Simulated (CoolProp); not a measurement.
A single-stage vapour-compression cycle with n-pentane: evaporating at 276.15 K (dew point), condensing at 329.15 K (bubble point), superheat 10 K, subcooling 5 K, compressor efficiency 0.75, no pressure losses. Each further row changes one setting.

Model: reference Helmholtz-energy equation of state, Thol 2019, in CoolProp.

| case | cooling COP | pressure ratio | discharge temperature (K) | refrigerating effect (kJ/kg) | volumetric capacity (kJ/m³) |
|---|---|---|---|---|---|
| as stated | ? | 6.82 | 340.3 | 287 | 247 |
| evaporating temperature 281.15 K | 3.78 | 5.49 | ? | 295 | 311 |
| condensing temperature 324.15 K | 3.73 | 5.87 | 335.9 | 299 | 258 |
| subcooling 10 K | 3.43 | 6.82 | 340.3 | 299 | 258 |
| superheat 20 K | 3.35 | 6.82 | 350.5 | 303 | 252 |
| compressor efficiency 0.65 | ? | 6.82 | 347.3 | 287 | 247 |

Problem. Fill in the missing entries.

Solution. 
- as stated, cooling COP: 3.29
- evaporating temperature 281.15 K, discharge temperature (K): 339.5
- compressor efficiency 0.65, cooling COP: 2.85
